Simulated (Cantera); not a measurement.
Input: 1 mol SiCl4, 1.8 mol O3, 190 mol N2, held at 1400 °C and 3.80 mbar.

Method: chemical equilibrium by Gibbs-energy minimisation in Cantera with the NASA 1993 tables (ideal gas, pure condensed phases). Candidate condensed phases: Si, SiO2, Si2N2O, Si3N4; 23 gas species. The tables hold silica as quartz up to 1696 K and as liquid above; real silica turns to tridymite and cristobalite and melts near 1996 K. Kinetics and transport are ignored.

Base state: N2 0.971, Cl 0.0203, O2 0.00837, NO 0.000579, Cl2 5.67e-5, O 4.97e-5 (mole fractions); condensed: SiO2(β-quartz).

Q: What changes in the equilibrium state with this change: pressure from 3.80 mbar to 0.133 bar?

A: 
| species | before | after |
|---|---|---|
| N2 | 0.971 | 0.972 |
| Cl | 0.0203 | 0.0175 |
| O2 | 0.00837 | 0.00840 |
| Cl2 | 5.67e-5 | 0.00148 |
| O | 4.97e-5 | 8.40e-6 |
| ClO | 2.31e-6 | 1.18e-5 |
| NO | 0.000579 | 0.000581 |
| SiO2(β-quartz), mol | 1.000 | 1.000 |
